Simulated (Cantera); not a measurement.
A perfectly stirred reactor is fed with 9.49 % CH₄, 19.0 % O₂, 71.4 % N₂, 0.114 % H₂O, at 760 Torr; it is adiabatic with a 475 K inlet, and is followed from long to short residence time, starting on the burning branch (τ in s: 0.18, 0.061, 0.021, 0.0075, 0.0026, 0.00092, 0.00032, 0.00011, 3.9e-05, 1.4e-05, 4.8e-06).

Computed with Cantera and GRI-Mech 3.0 (53 species, 325 reactions).

Q: Predict: blow-out, bracketed by the residence times tried; x(CH₄) at τ = 0.180 s; x(O₂) at τ = 0.180 s; x(CH₂) at τ = 0.180 s; x(H₂) at τ = 0.180 s; x(CH₄) at τ = 0.920 ms; x(O₂) at τ = 0.920 ms; x(C₂H₆) at τ = 0.920 ms; x(CH₂) at τ = 0.920 ms; x(H₂) at τ = 0.920 ms.

A: 
* **blow-out, bracketed by the residence times tried**: burning at 0.110 ms, out at 39.0 µs
* **x(CH₄) at τ = 0.180 s**: 1.58e-6
* **x(O₂) at τ = 0.180 s**: 0.00697
* **x(CH₂) at τ = 0.180 s**: 7.69e-8
* **x(H₂) at τ = 0.180 s**: 0.00517
* **x(CH₄) at τ = 0.920 ms**: 0.000101
* **x(O₂) at τ = 0.920 ms**: 0.0178
* **x(C₂H₆) at τ = 0.920 ms**: 1.24e-9
* **x(CH₂) at τ = 0.920 ms**: 3.23e-6
* **x(H₂) at τ = 0.920 ms**: 0.0127
